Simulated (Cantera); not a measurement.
A Cantera script and what it prints.

```python
import numpy as np
import cantera as ct

gas_names = """
    C CO CO2 C2 C2O C3 C3O2 C4 C5 Cu CuO Cu2 O O2 O3
""".split()
cond_names = """
    C(gr) Cu(cr) Cu(L) CuO(s) Cu2O(s) Cu2O(L)
""".split()


# ... load() reads the species with a 1 bar reference pressure and builds the phases ...
atoms = {
    'CuO': {'Cu': 1, 'O': 1},
    'C': {'C': 1},
    'CO': {'C': 1, 'O': 1},
}
top_T = {'C(gr)': 4500, 'CuO(s)': 1390}  # K; cautious upper limits of use, not melting points


# ... equilibrate(T, P, feed) seeds the gas with the atoms and calls Mixture.equilibrate('TP', solver="vcs", rtol=1e-11, max_steps=5000) ...
results = []
feed = {'CuO': 1, 'C': 0.9, 'CO': 0.04}  # mol
T = 1150  # K
P = 160  # Pa
mix = equilibrate(T, P, feed)
results.append((T, P, feed, dict(zip(mix.species_names, mix.species_moles))))
print(gas.report(threshold=0.0001))
for i in range(1, mix.n_phases):
    print(f"{mix.phase(i).name:16s} {mix.phase_moles(i):12.5e} mol")
```

Result:

```
       temperature   1150 K
          pressure   160 Pa
           density   0.00049719 kg/m^3
  mean mol. weight   29.712 kg/kmol
   phase of matter   gas

                          1 kg             1 kmol
                     ---------------   ---------------
          enthalpy       -3.7805e+06       -1.1233e+08  J
   internal energy       -4.1023e+06       -1.2189e+08  J
           entropy             10083        2.9959e+05  J/K
    Gibbs function       -1.5376e+07       -4.5685e+08  J
 heat capacity c_p            1217.8             36183  J/K
 heat capacity c_v            937.94             27868  J/K

                      mass frac. Y      mole frac. X     chem. pot. / RT
                     ---------------   ---------------   ---------------
                CO           0.84242           0.89362           -44.088
               CO2           0.15757           0.10638            -78.79
     [  +13 minor]        3.8639e-06        1.8066e-06

C(gr)             0.00000e+00 mol
Cu(cr)            9.99998e-01 mol
CuO(s)            0.00000e+00 mol
Cu2O(s)           0.00000e+00 mol
```

Cantera equilibrium calculation (NASA polynomials, part measured and part estimated; ideal gas, pure solids and liquids).
